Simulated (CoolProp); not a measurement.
Values from CoolProp's reference Helmholtz-energy equation of state, Wu 2012.

**Question.** For fluoroethane (R161), give the phase and the cp (kJ/(kg K)), Joule-Thomson coefficient (K/MPa) at 57.05 °C and 0.298 MPa; 89.85 °C and 0.298 MPa; 122.75 °C and 0.298 MPa.

**Answer.** 
- 57.05 °C and 0.298 MPa: gas; cp 1.38, Joule-Thomson coefficient 15.8
- 89.85 °C and 0.298 MPa: gas; cp 1.47, Joule-Thomson coefficient 11.5
- 122.75 °C and 0.298 MPa: gas; cp 1.56, Joule-Thomson coefficient 8.76
